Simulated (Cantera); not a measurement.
An isothermal, constant-pressure homogeneous reactor starts with C₂H₆ : N₂ = 1 : 7.2 (molar parts), at 1398 K and 0.0267 bar.

Cantera simulation using GRI-Mech 3.0 (53 species, 325 reactions); the numbers are that mechanism's predictions, not measurements. GRI-Mech 3.0 stops at C3 and has no aromatics, soot or wall deposition, so with more carbon than oxygen in the feed, carbon stays in small species such as C2H2 where larger ones or solid carbon would form. Radical loss at walls, strong at low pressure, is not modelled.

Task: Predict: x(C₂H₆) at 3.00 s; x(CH₃) at 3.00 s; x(C₂H₂) at 3.00 s; x(C₂H) at 3.00 s; x(C₂H₄) at 3.00 s.

Result: 
* **x(C₂H₆) at 3.00 s**: 3.68e-6 (gas-phase equilibrium 2.44e-8)
* **x(CH₃) at 3.00 s**: 2.95e-5 (gas-phase equilibrium 1.94e-6)
* **x(C₂H₂) at 3.00 s**: 0.0825 (gas-phase equilibrium 0.0545)
* **x(C₂H) at 3.00 s**: 3.17e-9 (gas-phase equilibrium 3.45e-9)
* **x(C₂H₄) at 3.00 s**: 0.000855 (gas-phase equilibrium 0.000237)
